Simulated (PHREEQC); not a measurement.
Make-up at 25 °C: 0.25 mol/kgw H3BO3 and 0.002 mol/kgw H4SiO4. Closed to the air; pH follows from the charge balance.

Model: Pitzer model, pitzer.dat, run in PHREEQC.

Precipitation was switched off in this run.

Estimate the pH, osmotic coefficient, ionic strength.

pH 4.57; osmotic coefficient 1.000; ionic strength 2.58e-5 mol/kgw.

Complexes and solids missing from the database can't appear.
